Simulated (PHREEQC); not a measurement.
Make-up at 20 °C: 0.017 mol H2SO4 and 0.00037 mol MnSO4 per kg of water. Closed to the air; pH follows from the charge balance.

The numbers come from PHREEQC with the ion-association model, phreeqc.dat.

**Question.** The ionic strength comes out as 0.0336 mol/kgw. What activity coefficients do SO4-2, HSO4-, H+, Mn+2 get?

**Answer.** SO4-2 0.52, HSO4- 0.85, H+ 0.87, Mn+2 0.53.

Precipitation was switched off in this run.
